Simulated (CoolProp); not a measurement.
Saturated liquid density (kg/m³) of R152A: the reference equation beside estimates from Tc = 386.4 K, pc = 4.517 MPa, ω = 0.275. Rackett uses Z = 0.29056 − 0.08775 ω.

Values from CoolProp's reference Helmholtz-energy equation of state, Outcalt 1996. It is a modified Benedict-Webb-Rubin equation, recast in Helmholtz form.

```json
[
 {"T (K)": "275.1", "reference": "954.7", "Rackett": "880.7", "van der Waals": "524.4", "Redlich-Kwong": "758.5", "Peng-Robinson": "898.1"},
 {"T (K)": "289.6", "reference": "920.7", "Rackett": "849.3", "van der Waals": "506.0", "Redlich-Kwong": "725.6", "Peng-Robinson": "863.1"},
 {"T (K)": "304.1", "reference": "884.1", "Rackett": "815.8", "van der Waals": "486.0", "Redlich-Kwong": "689.6", "Peng-Robinson": "823.5"},
 {"T (K)": "318.6", "reference": "844.2", "Rackett": "779.2", "van der Waals": "463.9", "Redlich-Kwong": "649.9", "Peng-Robinson": "778.3"},
 {"T (K)": "333.1", "reference": "799.5", "Rackett": "738.7", "van der Waals": "439.2", "Redlich-Kwong": "605.4", "Peng-Robinson": "725.9"},
 {"T (K)": "347.7", "reference": "747.4", "Rackett": "691.8", "van der Waals": "410.5", "Redlich-Kwong": "553.9", "Peng-Robinson": "663.0"},
 {"T (K)": "362.2", "reference": "683.3", "Rackett": "634.8", "van der Waals": "375.9", "Redlich-Kwong": "492.6", "Peng-Robinson": "585.2"},
 {"T (K)": "376.7", "reference": "591.0", "Rackett": "553.1", "van der Waals": "328.1", "Redlich-Kwong": "410.0", "Peng-Robinson": "476.7"}
]
```

Absolute difference from the reference over all 8 rows, mean and median: Rackett 7.4 and 7.7 %, van der Waals 45.0 and 45.0 %, Redlich-Kwong 24.4 and 23.6 %, Peng-Robinson 10.1 and 8.5 %.
